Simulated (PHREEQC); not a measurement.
4.6 g of hydrous ferric oxide (600 m²/g; 0.2 weak and 0.005 strong sites per Fe, Dzombak-Morel constants, diffuse double layer) in 1 kg of water with 0.01 mol/kgw of an inert sodium salt and 0.017 mmol/kgw PbCl2, at 25 °C; the pH is set by adding NaOH or the inert anion's acid. O2 is buffered at 0.21 atm. The system is closed to CO2. Nothing may precipitate in this run.

Model: ion-association model, wateq4f.dat, run in PHREEQC.

```
pH     Pb sorbed (%)  surface charge σ (C/m²)  surface potential ψ (mV)
-----  -------------  -----------------------  ------------------------
3               24.2                    0.335                       196
3.67            84.7                    0.271                       188
4.33            98.8                    0.190                       172
5               99.9                    0.119                       151
5.67           100.0                    0.069                       124
6.33           100.0                    0.037                        95
7.67           100.0                    0.006                        24
8.33           100.0                   -0.003                       -12
9              100.0                   -0.013                       -49
9.67           100.0                   -0.029                       -83
10.33          100.0                   -0.057                      -115
11             100.0                   -0.103                      -142
```

The oxide is taken as insoluble; below pH 4 it would dissolve.
